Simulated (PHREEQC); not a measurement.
1 kg of water holding 0.33 mol/kgw NaOH and 0.24 mol/kgw KOH meets 20 L of dry gas (CO2 1 by moles) at fixed total pressure, at 10 atm; fugacities by Peng-Robinson. The gases take part in no redox reaction, some water evaporates into the gas, and hydrates or a liquid gas phase aren't modelled. Precipitation was switched off in this run.

Model: Pitzer model, pitzer.dat, run in PHREEQC.

Question: Predict dissolved CO2 (all carbonate carbon) (mol/kgw), pH at T (°C) = 20, 30, 40, 60, 80.

Answer: 
```json
[
 {"T (°C)": "20", "dissolved CO2 (all carbonate carbon) (mol/kgw)": "0.907", "pH": "6.37"},
 {"T (°C)": "30", "dissolved CO2 (all carbonate carbon) (mol/kgw)": "0.829", "pH": "6.42"},
 {"T (°C)": "40", "dissolved CO2 (all carbonate carbon) (mol/kgw)": "0.777", "pH": "6.48"},
 {"T (°C)": "60", "dissolved CO2 (all carbonate carbon) (mol/kgw)": "0.714", "pH": "6.63"},
 {"T (°C)": "80", "dissolved CO2 (all carbonate carbon) (mol/kgw)": "0.679", "pH": "6.78"}
]
```

At this temperature some constants are extrapolated from 25 °C, and those without enthalpy data are left unchanged.
